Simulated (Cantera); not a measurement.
Input: 1 mol TiC, a varied amount of C, 0.48 mol H2, at 1.40 mbar.

Method: chemical equilibrium by Gibbs-energy minimisation in Cantera with the NASA 1993 tables (ideal gas, pure condensed phases). Candidate condensed phases: C, C6H6, C7H8, C8H18, Ti, TiC; 77 gas species. TiC: taken at fixed stoichiometry. The numbers say what is thermodynamically allowed, not how fast it happens.

### Question
What condenses at these points (T in K, n(C) in mol): (2798, 0.022); (2798, 0.034); (2398, 0.12); (2398, 0.08); (2398, 0.14)?

### Answer
| T (K) | n(C) in mol | condensed phases | Ti condensed (%) |
|---|---|---|---|
| 2798 | 0.022 | TiC | 96.7 |
| 2798 | 0.034 | TiC | 96.9 |
| 2398 | 0.12 | C + TiC | 100.0 |
| 2398 | 0.08 | C + TiC | 100.0 |
| 2398 | 0.14 | C + TiC | 100.0 |
